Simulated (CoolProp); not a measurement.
Vapour-liquid equilibrium of R134a (1) + R142b (2) at 7.71 bar; x and y are mole fractions of (1).

Model: multi-fluid Helmholtz-energy mixture model, Tillner-Roth 1994 and Lemmon 2006; pair parameters Bell 2016, in CoolProp.

```tsv
x	bubble temperature, mixture model (K)	bubble temperature, Raoult's law (K)	y, mixture model	y, Raoult's law
0.05	325.8	326.2	0.091	0.092
0.2	…	321.3	0.318	0.326
0.35	315.6	317.0	0.494	0.511
0.5	311.8	313.2	0.635	0.660
0.65	308.7	309.8	0.755	0.784
0.8	…	306.8	…	0.887
0.95	…	304.1	…	0.974
```

Q: Some entries are withheld; supply them.

A: 
- 0.2, bubble temperature, mixture model (K): 320.2
- 0.8, bubble temperature, mixture model (K): 306.1
- 0.8, y, mixture model: 0.863
- 0.95, bubble temperature, mixture model (K): 303.9
- 0.95, y, mixture model: 0.965

The largest gap from Raoult's law is -1.4 K in bubble temperature, at x = 0.5. No azeotrope shows between x = 0.05 and 0.95.

Pair parameters are fitted to limited data, so mixtures are less certain than the pure fluids.
